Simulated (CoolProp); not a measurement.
Sulfur dioxide at 298.15 K and 0.204 MPa is compressed adiabatically to 0.515 MPa with isentropic efficiency 0.75. Each further row changes one setting.

Values from CoolProp's reference Helmholtz-energy equation of state, Gao 2016.

```csv
case,work (kJ/kg),final temperature (K),final density (kg/m³)
as stated,50.6,378.6,10.9
efficiency 1,38.0,360.9,11.5
efficiency 0.65,58.4,389.5,10.5
```
